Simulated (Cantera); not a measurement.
Cantera run:

```python
import numpy as np
import cantera as ct

gas_names = """
    AL ALH ALN ALO ALOH ALO2 ALO2H AL2 AL2O AL2O2 H HALO HNO HNO2 HNO3 HO2 H2 H2O H2O2 N NH NH2 NH3
    NH2OH NO NO2 NO3 N2 N2H2 N2H4 N2O O OH O2 O3
""".split()
cond_names = """
    AL(cr) AL(L) ALN(s) AL2O3(a) AL2O3(L) H2O(s) H2O(L)
""".split()


# ... load() reads the species with a 1 bar reference pressure and builds the phases ...
atoms = {
    'Al': {'AL': 1},
    'H2O': {'H': 2, 'O': 1},
    'N2': {'N': 2},
}
top_T = {'ALN(s)': 2750}  # K; cautious upper limits of use, not melting points


# ... equilibrate(T, P, feed) seeds the gas with the atoms and calls Mixture.equilibrate('TP', solver="vcs", rtol=1e-11, max_steps=5000) ...
results = []
feed = {'Al': 1, 'H2O': 1.3, 'N2': 3.2}  # mol
P = 4400  # Pa
for T in [1698, 1723, 1748, 1773, 1798, 1823, 1848, 1873, 1898, 1923, 1948, 1973, 1998, 2023]:
    mix = equilibrate(T, P, feed)
    results.append((T, P, feed, dict(zip(mix.species_names, mix.species_moles))))

top = {s: max(r[3][s] / sum(r[3][g] for g in gas_names) for r in results) for s in gas_names}
cols = sorted((s for s in top if top[s] > 1e-06), key=lambda s: -top[s])[:9]
seen = [c for c in cond_names if any(r[3].get(c, 0) > 1e-12 for r in results)]
print("log10 of partial pressures in bar; condensed amounts in mol")
print(f"{'T/K':>10s}" + "".join(f"{s[:9]:>10s}" for s in cols + seen))
for T, P, feed, n in results:
    ng = sum(n[g] for g in gas_names)
    print(f"{T:10.4g}" + "".join(f"{np.log10(max(n[s] / ng * P / 1e5, 1e-99)):10.3f}" for s in cols)
          + "".join(f"{n.get(c, 0):10.4g}" for c in seen))
```

Output:

```
log10 of partial pressures in bar; condensed amounts in mol
       T/K        N2        H2         H        AL      AL2O       ALH      ALOH       H2O    ALN(s)  AL2O3(a)
      1698    -1.507    -1.890    -4.785    -6.873    -7.839    -8.033    -8.142    -6.626    0.1333    0.4333
      1723    -1.507    -1.890    -4.684    -6.590    -7.478    -7.782    -7.937    -6.585    0.1333    0.4333
      1748    -1.507    -1.890    -4.586    -6.315    -7.128    -7.539    -7.738    -6.546    0.1333    0.4333
      1773    -1.507    -1.890    -4.491    -6.048    -6.789    -7.303    -7.545    -6.507    0.1332    0.4333
      1798    -1.507    -1.890    -4.398    -5.789    -6.459    -7.073    -7.357    -6.470    0.1331    0.4333
      1823    -1.508    -1.890    -4.308    -5.536    -6.138    -6.850    -7.175    -6.434     0.133    0.4333
      1848    -1.508    -1.891    -4.221    -5.291    -5.826    -6.633    -6.997    -6.399    0.1326    0.4333
      1873    -1.508    -1.891    -4.136    -5.052    -5.523    -6.422    -6.825    -6.365     0.132    0.4332
      1898    -1.508    -1.892    -4.053    -4.820    -5.228    -6.217    -6.657    -6.333     0.131    0.4331
      1923    -1.508    -1.892    -3.972    -4.594    -4.941    -6.017    -6.494    -6.301    0.1291    0.4329
      1948    -1.508    -1.893    -3.894    -4.374    -4.661    -5.823    -6.336    -6.271     0.126    0.4326
      1973    -1.509    -1.894    -3.817    -4.159    -4.388    -5.634    -6.181    -6.241    0.1206    0.4319
      1998    -1.510    -1.896    -3.743    -3.950    -4.123    -5.449    -6.031    -6.214    0.1113    0.4307
      2023    -1.511    -1.899    -3.671    -3.745    -3.864    -5.270    -5.886    -6.188   0.09577    0.4286
```

These are equilibrium values from Cantera (NASA tables, ideal gas, pure condensed phases), not measurements of a reactor. Mutual solubility and eutectic melting of coexisting phases are not modelled. The tables' values for AlOH are old estimates; treat these amounts as uncertain. Condensed phases not in the tables: aluminium oxynitride.
